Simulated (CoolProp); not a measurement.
Vapour-liquid equilibrium of propane (1) + R134a (2) at 0.207 MPa; x and y are mole fractions of (1).

The numbers come from the multi-fluid Helmholtz-energy mixture model, Lemmon 2009 and Tillner-Roth 1994; pair parameters Bell 2016 in CoolProp.

```csv
x,"bubble temperature, mixture model (°C)","bubble temperature, Raoult's law (°C)","y, mixture model","y, Raoult's law"
0.05,-17.5,-10.1,0.306,0.083
0.2,-27.7,-12.7,0.591,0.305
0.35,-29.7,-15.2,0.644,0.490
0.5,-30.0,-17.6,0.656,0.644
0.65,-30.1,-19.8,0.669,0.774
0.8,-29.8,-21.9,0.713,0.882
0.95,-27.1,-23.9,0.871,0.973
```

The largest gap from Raoult's law is -15.0 K in bubble temperature, at x = 0.2. y crosses x between x = 0.65 and 0.8: the model has an azeotrope there.

The pair parameters rest on a limited set of measurements; away from them the model extrapolates. With so large a gap from Raoult's law the liquid may split in two, which this calculation doesn't test in full.
